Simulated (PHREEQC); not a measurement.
HF is added in steps, without added water, to 1 kg of water holding 0.015 mol Cu(BF4)2, 0.026 mol HNO3 and 0.0087 mol H3BO3, at 20 °C. Oxygen is held at 0.21 atm. CO2 from the air is kept out. Only these solids could form: Cu(OH)2, Cu2(OH)3NO3, CuF2:2H2O.

Base run: PHREEQC, ion-association model, wateq4f.dat. Each further column changes one thing. The table gives H3BO3 (mol/kgw).

| HF added (mol) | base | Cu(BF4)2 left out | Cu(BF4)2 from 0.015 to 0.0225 mol/kgw | diluted 2-fold with water | no solid may form |
|---|---|---|---|---|---|
| 0 | 0.00952 | 0.00870 | 0.00946 | 0.00521 | 0.00952 |
| 0.036 | 0.00179 | 0.00139 | 0.00184 | 5.59e-5 | 0.00179 |
| 0.081 | 7.92e-6 | 2.09e-6 | 1.03e-5 | 9.62e-7 | 7.92e-6 |
| 0.117 | 1.26e-6 | 3.26e-7 | 1.66e-6 | 2.44e-7 | 1.26e-6 |
| 0.162 | 3.40e-7 | 8.72e-8 | 4.49e-7 | 8.34e-8 | 3.40e-7 |
| 0.198 | 1.66e-7 | 4.25e-8 | 2.20e-7 | 4.52e-8 | 1.66e-7 |
| 0.243 | 8.48e-8 | 2.15e-8 | 1.12e-7 | 2.50e-8 | 8.48e-8 |
| 0.279 | 5.51e-8 | 1.40e-8 | 7.30e-8 | 1.70e-8 | 5.51e-8 |
| 0.324 | 3.53e-8 | 8.93e-9 | 4.68e-8 | 1.14e-8 | 3.53e-8 |
| 0.36 | 2.61e-8 | 6.58e-9 | 3.46e-8 | 8.65e-9 | 2.61e-8 |

wateq4f.dat counts part of the HF as a dimer, H2F2, which phreeqc.dat doesn't know; its constant is uncertain. Real BF4- forms and hydrolyses slowly; the run takes it at equilibrium.
